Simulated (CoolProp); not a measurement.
Vapour-liquid equilibrium of R22 (1) + R114 (2) at 747 kPa; x and y are mole fractions of (1).

Values from CoolProp's multi-fluid Helmholtz-energy mixture model, Kamei 1995 and Platzer 1990; pair parameters Bell 2016. This equation is an older, rougher fit; its heat capacities, sound speeds and derivatives of the liquid may be far off and weren't checked against measurements.

```
x      bubble temperature (K)  y at the bubble point  dew temperature at overall composition x (K)  liquid density (mol/L)
-----  ----------------------  ---------------------  --------------------------------------------  ----------------------
0.05                    335.4                  0.189                                         341.5                   7.908
0.125                   325.9                  0.388                                         338.3                   8.329
0.2                     318.7                  0.519                                         334.9                   8.726
0.275                   313.1                  0.612                                         331.4                   9.116
0.35                    308.7                  0.681                                         327.8                   9.513
0.425                   305.0                  0.736                                         323.9                   9.924
0.5                     301.8                  0.782                                         319.8                   10.36
0.575                   299.0                  0.822                                         315.4                   10.82
0.65                    296.4                  0.858                                         310.7                   11.32
0.725                   294.0                  0.891                                         305.7                   11.86
0.8                     291.7                  0.923                                         300.5                   12.44
0.875                   289.6                  0.953                                         295.2                   13.08
0.95                    287.6                  0.981                                         289.8                   13.78
```

No azeotrope shows between x = 0.05 and 0.95.

The pair parameters rest on a limited set of measurements; away from them the model extrapolates.
